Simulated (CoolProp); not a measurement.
A single-stage vapour-compression cycle with the fluid: evaporating at 309.15 K (dew point), condensing at 352.15 K (bubble point), superheat 10 K, subcooling 5 K, compressor efficiency 0.85, no pressure losses. The same conditions are run with several fluids, on thermodynamics alone (safety and materials aside).

Model: reference Helmholtz-energy equation of state of each fluid (propane: Lemmon 2009; R227EA: Lemmon 2016; chloromethane (R40): Thol 2014; hydrogen sulfide: Lemmon 2006; cyclohexane: Zhou 2014; R245ca: Zhou 2016), in CoolProp.

Rank propane, R227EA, chloromethane (R40), hydrogen sulfide, cyclohexane, R245ca by cooling COP, highest first.

cyclohexane (5.52), R245ca (5.21), chloromethane (R40) (5.10), hydrogen sulfide (4.34), propane (4.31), R227EA (4.21)

| fluid | pressure ratio | discharge temperature (K) | refrigerating effect (kJ/kg) | volumetric capacity (kJ/m³) |
|---|---|---|---|---|
| propane | 2.46 | 367.8 | 218 | 5560 |
| R227EA | 2.89 | 354.9 | 65.0 | 3080 |
| chloromethane (R40) | 2.74 | 398.9 | 305 | 5150 |
| hydrogen sulfide | 2.38 | 407.9 | 309 | 12800 |
| cyclohexane | 4.60 | 360.6 | 323 | 217 |
| R245ca | 3.69 | 356.1 | 153 | 1220 |
